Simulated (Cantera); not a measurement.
Thermodynamics of silicon nitride deposition, feed SiCl4 + NH3 + H2

Charge: 1 mol SiCl4, a varied amount of NH3, 1.3 mol H2, at 1275 K and 9200 Pa.

Cantera equilibrium calculation (NASA polynomials, part measured and part estimated; ideal gas, pure solids and liquids). Candidate condensed phases: NH4Cl, Si, Si3N4; 28 gas species. The tables' values for SiCl3 are old estimates; treat these amounts as uncertain. Rates play no part.

From 0.62 mol NH3 to 4.8 mol NH3 the condensed part is Si3N4(s). The main Si-bearing gas is SiCl4 throughout. The share of Si in condensed phases is highest at 4.8 mol NH3 (91.4 %) and lowest at 0.62 mol NH3 (36.2 %).

```csv
n(NH3) (mol),x H2,x HCl,x SiCl4,x N2,n Si3N4(s)
0.62,0.395,0.413,0.155,0.0187,0.121
0.87,0.401,0.432,0.120,0.0340,0.146
1.2,0.414,0.436,0.0885,0.0519,0.173
1.7,0.436,0.426,0.0575,0.0739,0.206
2.4,0.465,0.400,0.0328,0.0973,0.242
3.4,0.503,0.358,0.0154,0.122,0.277
4.8,0.545,0.301,0.00580,0.147,0.305
```
x: gas mole fraction; n: condensed amount in mol.
